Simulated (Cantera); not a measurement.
A closed system holds: 1 mol CuF2, 1.4 mol H2, equilibrated at 2.50 mbar.

Equilibrium computed with Cantera from the NASA thermochemical tables; the gas is ideal and each condensed phase is pure. Candidate condensed phases: Cu, CuF2; 15 gas species. Kinetics and transport are ignored.

Task: At 1850 K, list the 5 most abundant gas species with their mole fractions, and the condensed phases.

Result: HF 0.579, Cu 0.283, H2 0.122, CuF 0.0114, H 0.00376. Condensed: gas only.
